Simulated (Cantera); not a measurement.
What does this Cantera script print?

```python
import numpy as np
import cantera as ct

gas_names = """
    F F2 H HF H2 H2F2 H3F3 H4F4 H5F5 H6F6 H7F7 N NF NF2 NF3 NH NH2 NH3 N2 N2H2 N2H4 Si SiF SiF2 SiF3
    SiF4 SiH SiHF3 SiH2 SiH2F2 SiH3 SiH3F SiH4 SiN Si2 Si2N Si3
""".split()
cond_names = """
    Si(cr) Si(L) Si3N4(a)
""".split()


# ... load() reads the species with a 1 bar reference pressure and builds the phases ...
atoms = {
    'Si': {'Si': 1},
    'HF': {'H': 1, 'F': 1},
    'N2': {'N': 2},
}
top_T = {'Si3N4(a)': 2400}  # K; cautious upper limits of use, not melting points


# ... equilibrate(T, P, feed) seeds the gas with the atoms and calls Mixture.equilibrate('TP', solver="vcs", rtol=1e-11, max_steps=5000) ...
results = []
T = 1300  # K
P = 3500  # Pa
for m in [1.8, 2, 2.2, 2.5, 2.9, 3.2, 3.7, 4.1, 4.7, 5.3, 6, 6.7, 7.6]:
    feed = {'Si': 1, 'HF': m, 'N2': 26}  # mol
    mix = equilibrate(T, P, feed)
    results.append((T, P, feed, dict(zip(mix.species_names, mix.species_moles))))

top = {s: max(r[3][s] / sum(r[3][g] for g in gas_names) for r in results) for s in gas_names}
cols = sorted((s for s in top if top[s] > 1e-06), key=lambda s: -top[s])[:9]
seen = [c for c in cond_names if any(r[3].get(c, 0) > 1e-12 for r in results)]
print("log10 of partial pressures in bar; condensed amounts in mol")
print(f"{'n(HF)':>10s}" + "".join(f"{s[:9]:>10s}" for s in cols + seen))
for T, P, feed, n in results:
    ng = sum(n[g] for g in gas_names)
    print(f"{feed['HF']:10.4g}" + "".join(f"{np.log10(max(n[s] / ng * P / 1e5, 1e-99)):10.3f}" for s in cols)
          + "".join(f"{n.get(c, 0):10.4g}" for c in seen))
```

Result:

```
log10 of partial pressures in bar; condensed amounts in mol
     n(HF)        N2        HF        H2      SiF4      SiF3     SiHF3      SiF2         H  Si3N4(a)
       1.8    -1.478    -4.594    -2.938    -3.246    -4.953    -5.622    -6.728    -7.425    0.1841
         2    -1.481    -4.562    -2.895    -3.203    -4.920    -5.567    -6.706    -7.404    0.1675
       2.2    -1.483    -4.533    -2.857    -3.165    -4.891    -5.519    -6.686    -7.384    0.1508
       2.5    -1.487    -4.495    -2.805    -3.113    -4.852    -5.454    -6.659    -7.359    0.1259
       2.9    -1.491    -4.452    -2.746    -3.054    -4.807    -5.380    -6.628    -7.329   0.09267
       3.2    -1.495    -4.423    -2.708    -3.016    -4.777    -5.331    -6.608    -7.310   0.06773
       3.7    -1.500    -4.382    -2.652    -2.959    -4.734    -5.259    -6.578    -7.282   0.02616
       4.1    -1.505    -3.889    -2.620    -2.923    -5.175    -5.684    -7.496    -7.266         0
       4.7    -1.514    -3.083    -2.628    -2.929    -5.991    -6.505    -9.122    -7.270         0
       5.3    -1.522    -2.823    -2.636    -2.938    -6.263    -6.781    -9.659    -7.274         0
         6    -1.532    -2.646    -2.646    -2.947    -6.455    -6.978   -10.032    -7.279         0
       6.7    -1.542    -2.526    -2.656    -2.957    -6.590    -7.118   -10.293    -7.284         0
       7.6    -1.554    -2.413    -2.668    -2.969    -6.721    -7.255   -10.543    -7.290         0
```

Method: chemical equilibrium by Gibbs-energy minimisation in Cantera with the NASA 1993 tables (ideal gas, pure condensed phases). N2 is the only nitrogen source here; it is nearly inert below about 1500 K, so the nitride shown seldom forms there in practice. The tables' values for SiF3 are old estimates; treat these amounts as uncertain.
